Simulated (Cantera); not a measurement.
Charge: 1 mol CF4, a varied amount of HCl, 0.092 mol H2, held at 1827 °C and 1.33 mbar.

Equilibrium computed with Cantera from the NASA thermochemical tables; the gas is ideal and each condensed phase is pure. Candidate condensed phases: C, C6H6, C7H8, C8H18; 118 gas species. Gases not in the tables: C2F6 and larger saturated fluorocarbons. Rates play no part.

### Question
Which condensed phases are stable at each of these points (n(HCl) (mol)): 0.31, 0.43, 0.59, 0.81, 1.1, 1.5, 2.1?

### Answer
```
n(HCl) (mol)  condensed phases  C condensed (%)
------------  ----------------  ---------------
0.31                  gas only              0.0
0.43                  gas only              0.0
0.59               C(graphite)              3.5
0.81               C(graphite)             10.9
1.1                C(graphite)             20.7
1.5                C(graphite)             34.6
2.1                C(graphite)             55.2
```

From 0.31 mol HCl to 0.43 mol HCl nothing is condensed. From 0.59 mol HCl to 2.1 mol HCl the condensed part is C(graphite).
